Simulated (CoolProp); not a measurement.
R143a at several states: density (kg/m³) from the reference equation and from simpler models built on Tc = 72.7 °C, pc = 37.62 bar, ω = 0.261; each cubic takes its own stable root.

Model: reference Helmholtz-energy equation of state, Lemmon and Jacobsen 2000, in CoolProp.

```
T (°C)  p (bar)          phase  reference
------  -------  -------------  ---------
-12.85       19         liquid       1073
162.95     1.18            gas      2.749
127.15     39.6  supercritical      134.5
49.95      4.74            gas      15.80
122.75     1.53            gas      3.943
```

Q: How far does each simpler model (Redlich-Kwong, Soave-Redlich-Kwong, Peng-Robinson) lie from the reference over these 5 states: mean and median of the absolute difference, and the worst?

A: 
- Redlich-Kwong: mean 4.2 %, median 0.8 %, worst -19.3 % at -12.85 °C and 19 bar
- Soave-Redlich-Kwong: mean 4.0 %, median 0.6 %, worst -15.7 % at -12.85 °C and 19 bar
- Peng-Robinson: mean 1.0 %, median 0.1 %, worst -4.6 % at -12.85 °C and 19 bar
